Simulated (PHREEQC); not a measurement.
Make-up at 90 °C: 0.0072 mol HCl, 0.041 mol FeCl3 and 0.0012 mol KCl per kg of water. Closed to the air; pH follows from the charge balance.

Model: ion-association model, wateq4f.dat, run in PHREEQC.

```json
[
 {"quantity": "pH", "before": "1.68", "after": "1.85"},
 {"quantity": "Cl- (mol/kgw)", "before": "0.113", "after": "0.0598"},
 {"quantity": "FeCl+2 (mol/kgw)", "before": "0.0181", "after": "0.00567"},
 {"quantity": "FeOH+2 (mol/kgw)", "before": "0.0102", "after": "0.00831"},
 {"quantity": "SI of Goethite (FeOOH)", "before": "+4.52", "after": "+4.89"},
 {"quantity": "SI of Hematite (Fe2O3)", "before": "+11.30", "after": "+12.03"}
]
```

Problem. What was changed between the two runs?
(A) KCl from 0.0012 to 0.00108 mol/kgw
(B) 0.0013 mol/kgw NaCl added
(C) FeCl3 from 0.041 to 0.0082 mol/kgw
(D) diluted 2-fold with water

Solution. D, diluted 2-fold with water

This is a speciation only: nothing precipitates in the calculation. Some of these states are supersaturated (in Hematite (slow to form), Goethite (slow to form), for instance). Away from 25 °C the constants follow the database's enthalpies or fits; those with neither stay at their 25 °C values.
